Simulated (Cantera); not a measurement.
An adiabatic, constant-volume homogeneous reactor starts with CH₃OH : O₂ : N₂ = 1 : 2.46 : 21.1 (molar parts), equivalence ratio 0.61, at 1675 K and 7500 Torr.

Computed with Cantera and GRI-Mech 3.0 (53 species, 325 reactions). GRI-Mech 3.0 was tuned for natural gas; its chemistry of methanol as a main component is partial and can be far from experiment.

**Question.** Predict: time of steepest temperature rise; temperature at 4.00 s; equilibrium temperature; x(O₂) at 4.00 s; x(NO) at 4.00 s.

**Answer.** time of steepest temperature rise: 11.5 µs
temperature at 4.00 s: 2502 K
equilibrium temperature: 2502 K
x(O₂) at 4.00 s: 0.0334 (gas-phase equilibrium 0.0334)
x(NO) at 4.00 s: 0.00951 (gas-phase equilibrium 0.00951)
